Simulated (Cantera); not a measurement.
A freely propagating, adiabatic, planar premixed flame of 42.1 % H2, 11.1 % O2, 46.8 % N2, equivalence ratio 1.9, unburnt at 600 K and 1.97 atm; mixture-averaged transport, grid criteria slope 0.08 and curve 0.16, no radiation.

Computed with Cantera and the H2/O2 subset of GRI-Mech 3.0, which has no nitrogen chemistry. Burning velocities carry a grid error of a few per cent, more on coarse grids.

x: mole fraction of selected species; z is measured from the peak of heat release.

```json
[
 {"z (mm)": "-0.561", "T (K)": "600", "u (m/s)": "8.68", "x H2": "0.421", "x O2": "0.111", "x H2O": "<1e-8", "x H": "<1e-8", "x H2O2": "<1e-8", "x O": "<1e-8"},
 {"z (mm)": "-0.374", "T (K)": "600", "u (m/s)": "8.68", "x H2": "0.421", "x O2": "0.111", "x H2O": "<1e-8", "x H": "<1e-8", "x H2O2": "<1e-8", "x O": "<1e-8"},
 {"z (mm)": "-0.281", "T (K)": "600", "u (m/s)": "8.68", "x H2": "0.421", "x O2": "0.111", "x H2O": "<1e-8", "x H": "<1e-8", "x H2O2": "<1e-8", "x O": "<1e-8"},
 {"z (mm)": "-0.187", "T (K)": "600", "u (m/s)": "8.68", "x H2": "0.421", "x O2": "0.111", "x H2O": "5.34e-7", "x H": "5.81e-8", "x H2O2": "<1e-8", "x O": "<1e-8"},
 {"z (mm)": "-0.0935", "T (K)": "630", "u (m/s)": "9.05", "x H2": "0.416", "x O2": "0.111", "x H2O": "0.00132", "x H": "0.000268", "x H2O2": "6.38e-6", "x O": "…"},
 {"z (mm)": "-0.0468", "T (K)": "867", "u (m/s)": "12.2", "x H2": "0.383", "x O2": "0.104", "x H2O": "0.0224", "x H": "0.00724", "x H2O2": "1.79e-5", "x O": "…"},
 {"z (mm)": "0", "T (K)": "1265", "u (m/s)": "17.3", "x H2": "0.296", "x O2": "0.0706", "x H2O": "0.0956", "x H": "0.0379", "x H2O2": "4.28e-6", "x O": "…"},
 {"z (mm)": "0.0468", "T (K)": "1549", "u (m/s)": "20.9", "x H2": "0.214", "x O2": "0.0235", "x H2O": "0.186", "x H": "0.0679", "x H2O2": "1.74e-6", "x O": "…"},
 {"z (mm)": "0.0935", "T (K)": "1680", "u (m/s)": "22.5", "x H2": "0.189", "x O2": "0.00600", "x H2O": "0.221", "x H": "0.0735", "x H2O2": "1.00e-6", "x O": "…"},
 {"z (mm)": "0.187", "T (K)": "1799", "u (m/s)": "24.0", "x H2": "0.188", "x O2": "0.00108", "x H2O": "0.232", "x H": "0.0645", "x H2O2": "5.84e-7", "x O": "…"},
 {"z (mm)": "0.374", "T (K)": "1916", "u (m/s)": "25.3", "x H2": "0.196", "x O2": "0.000517", "x H2O": "0.236", "x H": "0.0497", "x H2O2": "3.20e-7", "x O": "…"},
 {"z (mm)": "0.748", "T (K)": "2024", "u (m/s)": "26.5", "x H2": "0.204", "x O2": "0.000283", "x H2O": "0.240", "x H": "0.0354", "x H2O2": "1.65e-7", "x O": "…"},
 {"z (mm)": "1.50", "T (K)": "2110", "u (m/s)": "27.4", "x H2": "0.210", "x O2": "0.000135", "x H2O": "0.243", "x H": "0.0237", "x H2O2": "8.40e-8", "x O": "…"}
]
```

Task: Fill in the missing entries.

Result: 
- -0.0935, x O: 1.43e-5
- -0.0468, x O: 0.000329
- 0, x O: 0.00269
- 0.0468, x O: 0.00350
- 0.0935, x O: 0.00226
- 0.187, x O: 0.00144
- 0.374, x O: 0.000967
- 0.748, x O: 0.000548
- 1.50, x O: 0.000266
